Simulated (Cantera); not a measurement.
Hydrocarbon pyrolysis for carbon deposition

A perfectly stirred reactor is fed with C2H4 : H2 = 1 : 4 (molar parts), at 120 Pa; it is held at 1625 K, and followed from long to short residence time.

Detailed kinetics in Cantera: GRI-Mech 3.0 (53 species, 325 reactions). GRI-Mech 3.0 was tuned for natural gas; its chemistry of ethylene as a main component is partial and can be far from experiment. GRI-Mech 3.0 stops at C3 and has no aromatics, soot or wall deposition, so with more carbon than oxygen in the feed, carbon stays in small species such as C2H2 where larger ones or solid carbon would form. Radical loss at walls, strong at low pressure, is not modelled.

```csv
τ (s),x C2H4,x H2,x CH2,x C2H6,x CH3,x CH4,x C2H2
6.3,0.0104,0.832,5.61e-10,5.15e-9,3.12e-8,1.36e-5,0.158
1.1,0.0626,0.823,1.36e-9,1.73e-8,9.35e-9,6.15e-6,0.114
0.19,0.152,0.808,1.62e-9,2.69e-8,5.76e-9,1.39e-6,0.0402
0.032,0.191,0.801,5.18e-10,1.66e-8,2.42e-9,1.08e-7,0.00739
0.0055,0.198,0.800,8.19e-11,5.67e-9,6.27e-10,4.76e-9,0.00126
0.00094,0.200,0.800,7.96e-12,9.91e-10,6.65e-11,8.76e-11,0.000215
0.00016,0.200,0.800,<1e-12,8.33e-11,1.87e-12,<1e-12,3.66e-5
```
x: mole fraction; the columns are a selection and need not sum to one.
